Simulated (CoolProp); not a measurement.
50 sccm (0 °C, 1 atm) of nitrogen bubbles through liquid n-octane at 356.3 K and leaves saturated at a total pressure of 0.15 MPa (ideal gas phase). Each further row changes one setting.

Values from CoolProp's reference Helmholtz-energy equation of state, Beckmüller 2019.

| case | vapour pressure (kPa) | mole fraction of vapour | delivery (mg/min) | delivery (sccm) | change of delivery for a bath 1 K warmer (%) |
|---|---|---|---|---|---|
| as stated | 26.2 | 0.175 | 54.0 | 10.6 | 4.5 |
| bath temperature 361.3 K | 31.4 | 0.209 | 67.4 | 13.2 | 4.6 |
| total pressure 0.3 MPa | 26.2 | 0.0874 | 24.4 | 4.79 | 4.1 |
